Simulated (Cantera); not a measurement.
Charge: 1 mol HF, 0.08 mol H2, held at 600 K and 3300 Pa.

Cantera equilibrium calculation (NASA polynomials, part measured and part estimated; ideal gas, pure solids and liquids). Rates play no part.

Question: What is the equilibrium state?

Answer: 
- x(HF): 0.926
- x(H2): 0.0741
- x(H2F2): 1.20e-5
- gas amount: 1.080 mol
